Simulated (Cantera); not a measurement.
A closed system holds: 1 mol Si3N4, 0.22 mol O2, 11 mol H2, held at 110 Pa.

Method: chemical equilibrium by Gibbs-energy minimisation in Cantera with the NASA 1993 tables (ideal gas, pure condensed phases). Candidate condensed phases: H2O, Si, SiO2, Si2N2O, Si3N4; 35 gas species. Mutual solubility and eutectic melting of coexisting phases are not modelled. The tables' values for SiN are old estimates; treat these amounts as uncertain. Gases not in the tables: Si2H6 and higher silanes. Rates play no part.

log p: log10 of the partial pressure in bar; n: condensed amount in mol.

| T (°C) | log p H2 | log p N2 | log p SiO | log p H | log p Si | log p SiH | n Si2N2O(s) | n Si3N4(s) | n Si(s) | n Si(l) |
|---|---|---|---|---|---|---|---|---|---|---|
| 427 | -2.96 | -4.84 | <-14 | <-14 | <-14 | <-14 | 0.440 | 0.707 | 0 | 0 |
| 627 | -2.96 | -4.84 | <-14 | -11.41 | <-14 | <-14 | 0.440 | 0.707 | 0 | 0 |
| 827 | -2.96 | -4.84 | -13.26 | -9.07 | <-14 | <-14 | 0.440 | 0.707 | 0 | 0 |
| 1027 | -2.96 | -4.84 | -9.00 | -7.44 | -11.34 | … | 0.440 | 0.707 | 0 | 0 |
| 1227 | -2.98 | -4.32 | -6.06 | -6.24 | -7.98 | … | 0.431 | 0.537 | 0.519 | 0 |
| 1427 | -3.05 | -3.79 | -4.44 | -5.36 | -6.17 | … | 0 | 0 | 0 | 2.55 |
| 1627 | -3.06 | -3.80 | -4.45 | -4.63 | -4.90 | … | 0 | 0 | 0 | 2.39 |

**Question.** Complete the blanks.

**Answer.** 
- 1027, log p SiH: -11.90
- 1227, log p SiH: -8.96
- 1427, log p SiH: -7.50
- 1627, log p SiH: -6.49
